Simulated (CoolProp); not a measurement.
Vapour-liquid equilibrium of C2F6 (R116) (1) + R134a (2) at 202.8 K; x and y are mole fractions of (1).

Model: multi-fluid Helmholtz-energy mixture model, Lemmon 2006 and Tillner-Roth 1994; pair parameters Bell 2016, in CoolProp.

```tsv
x	bubble pressure (MPa)	y at the bubble point	dew pressure at overall composition x (MPa)	liquid density (mol/L)
0.05	0.04779	0.841	0.008188	14.53
0.125	0.08803	0.917	0.008888	14.23
0.2	0.1112	0.936	0.009718	13.94
0.275	0.1233	0.944	0.01072	13.65
0.35	0.1288	0.947	0.01195	13.37
0.425	0.1308	0.948	0.01350	13.09
0.5	0.1311	0.949	0.01550	12.83
0.575	0.1312	0.949	0.01821	12.57
0.65	0.1318	0.949	0.02207	12.32
0.725	0.1334	0.951	0.02799	12.09
0.8	0.1363	0.956	0.03823	11.87
0.875	0.1406	0.965	0.06019	11.67
0.95	0.1464	0.982	0.1323	11.49
```

No azeotrope shows between x = 0.05 and 0.95.

The pair parameters rest on a limited set of measurements; away from them the model extrapolates. With so large a gap from Raoult's law the liquid may split in two, which this calculation doesn't test in full.
